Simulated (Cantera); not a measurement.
Input: 1 mol c-C4F8, 2 mol H2, at 1075 °C and 0.100 bar.

These are equilibrium values from Cantera (NASA tables, ideal gas, pure condensed phases), not measurements of a reactor. Candidate condensed phases: C, C6H6, C7H8, C8H18; 95 gas species. The feed counts by its element totals alone. Gases not in the tables: C2F6 and larger saturated fluorocarbons. Rates play no part.

Base state: HF 0.800, CF4 0.200 (mole fractions); condensed: C(graphite).

Problem. What changes in the equilibrium state with this change: H2 from 2 to 0.37 mol?

Solution. 
| species | before | after |
|---|---|---|
| CF4 | 0.200 | 0.710 |
| HF | 0.800 | 0.290 |
| C(graphite), mol | 3.00 | 2.18 |

Problem. What changes in the equilibrium state with this change: H2 from 2 to 3.1 mol?

Solution. 
```json
[
 {"species": "HF", "before": "0.800", "after": "0.932"},
 {"species": "CF4", "before": "0.200", "after": "0.0677"},
 {"species": "C(graphite), mol", "before": "3.00", "after": "3.55"}
]
```
